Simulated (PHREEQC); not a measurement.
Make-up at 75 °C: 0.2 mmol/kgw NaCl. Closed to the air; pH follows from the charge balance.

Computed with PHREEQC (ion-association model, phreeqc.dat).

| Property | Result |
|---|---|
| ionic strength | 0.000200 mol/kgw |

| species | molality | activity | log γ |
|---|---|---|---|
| Cl- | 0.000200 | 0.000196 | -0.008 |
| Na+ | 0.000200 | 0.000196 | -0.008 |
| H+ | 4.61e-7 | 4.53e-7 | -0.008 |
| OH- | 4.61e-7 | 4.53e-7 | -0.008 |

Precipitation was switched off in this run. Complexes and solids missing from the database can't appear. At this temperature some constants are extrapolated from 25 °C, and those without enthalpy data are left unchanged.
